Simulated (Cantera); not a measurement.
What does this Cantera script print?

```python
import numpy as np
import cantera as ct

gas_names = [...]  # 113 gases of nasa_gas.yaml made of C, Cu, H, O
cond_names = """
    C(gr) C6H6(L) C7H8(L) C8H18(L),n-octa Cu(cr) Cu(L) CuO(s) CuO2H2(s) Cu2O(s) Cu2O(L) H2O(s) H2O(L)
""".split()


# ... load() reads the species with a 1 bar reference pressure and builds the phases ...
atoms = {
    'Cu2O': {'Cu': 2, 'O': 1},
    'C': {'C': 1},
    'H2': {'H': 2},
}
top_T = {'C(gr)': 4500, 'CuO(s)': 1390}  # K; cautious upper limits of use, not melting points


# ... equilibrate(T, P, feed) seeds the gas with the atoms and calls Mixture.equilibrate('TP', solver="vcs", rtol=1e-11, max_steps=5000) ...
results = []
feed = {'Cu2O': 1, 'C': 1.1, 'H2': 2}  # mol
P = 10000  # Pa
for T in [1023, 1123, 1223, 1323, 1423, 1523, 1623, 1723, 1823, 1923, 2023, 2123]:
    mix = equilibrate(T, P, feed)
    results.append((T, P, feed, dict(zip(mix.species_names, mix.species_moles))))

top = {s: max(r[3][s] / sum(r[3][g] for g in gas_names) for r in results) for s in gas_names}
cols = sorted((s for s in top if top[s] > 1e-05), key=lambda s: -top[s])[:8]
seen = [c for c in cond_names if any(r[3].get(c, 0) > 1e-12 for r in results)]
print("log10 of partial pressures in bar; condensed amounts in mol")
print(f"{'T/K':>10s}" + "".join(f"{s[:9]:>10s}" for s in cols + seen))
for T, P, feed, n in results:
    ng = sum(n[g] for g in gas_names)
    print(f"{T:10.4g}" + "".join(f"{np.log10(max(n[s] / ng * P / 1e5, 1e-99)):10.3f}" for s in cols)
          + "".join(f"{n.get(c, 0):10.4g}" for c in seen))
```

It prints:

```
log10 of partial pressures in bar; condensed amounts in mol
       T/K        H2        CO        Cu         H       H2O       CO2       CH4 C2H2,acet     C(gr)    Cu(cr)     Cu(L)
      1023    -1.179    -1.489   -10.415    -8.972    -3.230    -3.425    -3.482    -9.857    0.1188         2         0
      1123    -1.177    -1.479    -8.902    -7.959    -3.837    -4.178    -3.887    -8.835    0.1025         2         0
      1223    -1.177    -1.478    -7.639    -7.110    -4.351    -4.817    -4.229    -7.982       0.1         2         0
      1323    -1.176    -1.477    -6.571    -6.388    -4.788    -5.358    -4.520    -7.260   0.09971         2         0
      1423    -1.176    -1.477    -5.679    -5.766    -5.164    -5.820    -4.772    -6.641   0.09973         0         2
      1523    -1.176    -1.477    -4.919    -5.224    -5.490    -6.219    -4.990    -6.104   0.09976         0         2
      1623    -1.177    -1.477    -4.255    -4.749    -5.775    -6.567    -5.182    -5.634   0.09972         0     1.998
      1723    -1.177    -1.478    -3.671    -4.328    -6.027    -6.873    -5.352    -5.221   0.09953         0     1.994
      1823    -1.180    -1.480    -3.152    -3.953    -6.254    -7.147    -5.506    -4.855   0.09908         0     1.979
      1923    -1.187    -1.487    -2.690    -3.619    -6.466    -7.399    -5.653    -4.532   0.09814         0     1.937
      2023    -1.203    -1.502    -2.274    -3.323    -6.675    -7.644    -5.805    -4.252   0.09639         0      1.83
      2123    -1.241    -1.538    -1.899    -3.066    -6.910    -7.908    -5.987    -4.022   0.09338         0     1.559
```

Equilibrium computed with Cantera from the NASA thermochemical tables; the gas is ideal and each condensed phase is pure.
